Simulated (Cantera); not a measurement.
A Cantera script and its output.

```python
import numpy as np
import cantera as ct

gas = ct.Solution("h2o2.yaml")


def delay(T, t_max=10):
    gas.TPX = T, 1000000, {'H2': 1, 'O2': 0.23, 'N2': 1.11}
    reactor = ct.IdealGasConstPressureReactor(gas, clone=False)
    net = ct.ReactorNet([reactor])
    net.rtol, net.atol = 1e-8, 1e-16
    while net.time < t_max:
        t_old, T_old = net.time, reactor.T
        net.step()
        if reactor.T > T + 400:  # ignition: a rise of 400 K
            return t_old + (T + 400 - T_old) / (reactor.T - T_old) * (net.time - t_old)
    return np.nan


taus = []
for T in [1098, 1148, 1198, 1248, 1298, 1348]:
    taus.append(delay(T))
    print(f"T0 = {T:6g} K   tau = {taus[-1]:.4e} s")

# d ln(tau) / d ln(k), from doubling and halving each rate constant
T, sens = 1198, []
for i in range(gas.n_reactions):
    gas.set_multiplier(2.0, i)
    up = delay(T)
    gas.set_multiplier(0.5, i)
    down = delay(T)
    gas.set_multiplier(1.0, i)
    sens.append((np.log(up / down) / np.log(4.0), gas.reaction(i).equation))
sens.sort(key=lambda x: -abs(x[0]))
print(f"sensitivities at {T} K")
for s, eq in sens[:10]:
    print(f"{s:8.3f}  {eq}")
```

Output:

```
T0 =   1098 K   tau = 7.7581e-04 s
T0 =   1148 K   tau = 2.4345e-04 s
T0 =   1198 K   tau = 6.5641e-05 s
T0 =   1248 K   tau = 1.6077e-05 s
T0 =   1298 K   tau = 6.7577e-06 s
T0 =   1348 K   tau = 4.1834e-06 s
sensitivities at 1198 K
  -2.395  H + O2 <=> O + OH
   1.273  H + O2 + M <=> HO2 + M
   0.899  H + O2 + N2 <=> HO2 + N2
  -0.471  H + H2O2 <=> H2 + HO2
  -0.340  H + HO2 <=> 2 OH
  -0.218  2 OH (+M) <=> H2O2 (+M)
   0.164  H + O2 + O2 <=> HO2 + O2
   0.147  H + HO2 <=> H2 + O2
  -0.035  H2 + O <=> H + OH
   0.032  2 HO2 <=> H2O2 + O2
```

Cantera simulation using the H2/O2 subset of GRI-Mech 3.0, which has no nitrogen chemistry; the numbers are that mechanism's predictions, not measurements. The hydrogen kinetics of GRI-Mech 3.0 are dated; newer H2 mechanisms differ, most at raised pressure.
